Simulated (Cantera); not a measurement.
A Cantera script and its output.

```python
import numpy as np
import cantera as ct

gas = ct.Solution("gri30.yaml")
gas.TPX = 1325, 3600, {'H2': 0.39, 'O2': 1, 'H2O': 0.012}
inlet = ct.Reservoir(gas, clone=True)

reactor = ct.IdealGasConstPressureReactor(gas, energy="off", clone=False)
exhaust = ct.Reservoir(gas, clone=True)
tau = [3.3, 1.3, 0.52, 0.21, 0.081, 0.032, 0.013, 0.005, 0.002, 0.00077][0]
for a, b in ((inlet, reactor), (reactor, exhaust)):
    ct.MassFlowController(a, b, mdot=lambda t: reactor.mass / tau)
net = ct.ReactorNet([reactor])
show = ['H2', 'O2', 'H', 'HO2', 'H2O2', 'OH']

rows = []
print(f"{'tau/s':>10s}{'T/K':>9s}" + "".join(f"{s:>11s}" for s in show))
for tau in [3.3, 1.3, 0.52, 0.21, 0.081, 0.032, 0.013, 0.005, 0.002, 0.00077]:
    net.initial_time = 0.0
    net.advance(30 * tau)
    before = gas.X
    net.advance(40 * tau)
    drift = np.max(np.abs(gas.X - before) / (gas.X + 1e-9))
    rows.append([gas.T, *gas[show].X, drift])
    print(f"{tau:10.3e}{gas.T:9.1f}" + "".join(f"{x:11.3e}" for x in gas[show].X))
```

Result:

```
     tau/s      T/K         H2         O2          H        HO2       H2O2         OH
 3.300e+00   1325.0  1.742e-04  6.659e-01  3.638e-05  2.955e-06  2.239e-07  1.530e-03
 1.300e+00   1325.0  3.222e-04  6.654e-01  9.331e-05  4.822e-06  3.146e-07  2.092e-03
 5.200e-01   1325.0  5.873e-04  6.644e-01  2.347e-04  7.445e-06  4.303e-07  2.844e-03
 2.100e-01   1325.0  1.058e-03  6.629e-01  5.818e-04  1.080e-05  5.731e-07  3.849e-03
 8.100e-02   1325.0  1.945e-03  6.601e-01  1.498e-03  1.484e-05  7.511e-07  5.277e-03
 3.200e-02   1325.0  3.479e-03  6.552e-01  3.715e-03  1.874e-05  9.391e-07  7.139e-03
 1.300e-02   1325.0  6.000e-03  6.471e-01  8.732e-03  2.178e-05  1.105e-06  9.460e-03
 5.000e-03   1325.0  1.031e-02  6.329e-01  2.033e-02  2.347e-05  1.211e-06  1.240e-02
 2.000e-03   1325.0  1.634e-02  6.137e-01  4.034e-02  2.320e-05  1.207e-06  1.529e-02
 7.700e-04   1325.0  2.480e-02  5.944e-01  6.578e-02  2.161e-05  1.143e-06  1.775e-02
```

Detailed kinetics in Cantera: GRI-Mech 3.0 (53 species, 325 reactions). Radical loss at walls, strong at low pressure, is not modelled. The temperature is held fixed by assumption; the heat of reaction is taken as removed at once.
